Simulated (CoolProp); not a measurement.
The fluid at 150.58 K and 2.31 MPa flows at 7.1 m/s in a round tube of 4.6 mm bore and 45 µm roughness, fully developed (64/Re and Nu = 3.66 if laminar; Colebrook and Gnielinski if turbulent). The same conditions are run with several fluids, on thermodynamics alone (safety and materials aside).

Computed with CoolProp (reference Helmholtz-energy equation of state of each fluid (R22: Kamei 1995; R13: Platzer 1990; propane: Lemmon 2009; propylene: Lemmon 2013; methane: Setzmann 1991)). The equations of Platzer and Polt are older, rougher fits.

Q: Rank R22, R13, propane, propylene, methane by Reynolds number, highest first.

A: methane (202000), R13 (83600), propylene (37000), propane (33200), R22 (31800)

```tsv
fluid	Darcy friction factor	pressure drop (Pa/m)	heat-transfer coefficient (W/(m² K))	mass flow (kg/h)
R22	0.0395	353000	12700	694
R13	0.0383	352000	18000	711
propane	0.0394	144000	13100	284
propylene	0.0392	150000	14100	297
methane	0.0379	74800	34100	153
```

Transport values come from each fluid's own correlations; those of R22, R13, propylene are estimates that may be off by 10 % or more.
